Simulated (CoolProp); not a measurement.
Vapour-liquid equilibrium of acetone (1) + toluene (2) at 341.4 K; x and y are mole fractions of (1).

Computed with CoolProp (multi-fluid Helmholtz-energy mixture model, Lemmon 2006 and Lemmon 2006; pair parameters Bell 2016).

Q: Give the bubble pressure and the first vapour's composition at x = 0.725, 0.8, 0.95. Is there an azeotrope?

A: x = 0.725: 1.216 bar, y = 0.918; x = 0.8: 1.293 bar, y = 0.941; x = 0.95: 1.454 bar, y = 0.985. No azeotrope shows between x = 0.05 and 0.95.

Pair parameters are fitted to limited data, so mixtures are less certain than the pure fluids.
